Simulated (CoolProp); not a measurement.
Properties of R114 along the isobar 2.32 MPa (Tc = 147.5 °C, pc = 3.352 MPa, ω = 0.252).

Model: reference Helmholtz-energy equation of state, Platzer 1990, in CoolProp. This equation is an older, rougher fit.

```json
[
 {"T (°C)": "143.55", "phase": "gas", "density (kg/m³)": "167.7", "cv (kJ/(kg K))": "0.8041", "expansivity (1/kK)": "8.761"},
 {"T (°C)": "149.95", "phase": "gas", "density (kg/m³)": "159.3", "cv (kJ/(kg K))": "0.8015", "expansivity (1/kK)": "7.522"},
 {"T (°C)": "156.35", "phase": "gas", "density (kg/m³)": "152.2", "cv (kJ/(kg K))": "0.8005", "expansivity (1/kK)": "6.647"},
 {"T (°C)": "162.75", "phase": "gas", "density (kg/m³)": "146.2", "cv (kJ/(kg K))": "0.8007", "expansivity (1/kK)": "5.992"},
 {"T (°C)": "169.15", "phase": "gas", "density (kg/m³)": "140.9", "cv (kJ/(kg K))": "0.8016", "expansivity (1/kK)": "5.481"},
 {"T (°C)": "175.55", "phase": "gas", "density (kg/m³)": "136.3", "cv (kJ/(kg K))": "0.8031", "expansivity (1/kK)": "5.069"},
 {"T (°C)": "181.95", "phase": "gas", "density (kg/m³)": "132.1", "cv (kJ/(kg K))": "0.8051", "expansivity (1/kK)": "4.729"},
 {"T (°C)": "188.45", "phase": "gas", "density (kg/m³)": "128.2", "cv (kJ/(kg K))": "0.8074", "expansivity (1/kK)": "4.439"},
 {"T (°C)": "194.85", "phase": "gas", "density (kg/m³)": "124.7", "cv (kJ/(kg K))": "0.8100", "expansivity (1/kK)": "4.195"},
 {"T (°C)": "201.25", "phase": "gas", "density (kg/m³)": "121.5", "cv (kJ/(kg K))": "0.8128", "expansivity (1/kK)": "3.984"},
 {"T (°C)": "207.65", "phase": "gas", "density (kg/m³)": "118.5", "cv (kJ/(kg K))": "0.8157", "expansivity (1/kK)": "3.798"},
 {"T (°C)": "214.05", "phase": "gas", "density (kg/m³)": "115.7", "cv (kJ/(kg K))": "0.8187", "expansivity (1/kK)": "3.633"},
 {"T (°C)": "220.45", "phase": "gas", "density (kg/m³)": "113.1", "cv (kJ/(kg K))": "0.8218", "expansivity (1/kK)": "3.486"},
 {"T (°C)": "226.85", "phase": "gas", "density (kg/m³)": "110.7", "cv (kJ/(kg K))": "0.8249", "expansivity (1/kK)": "3.353"}
]
```
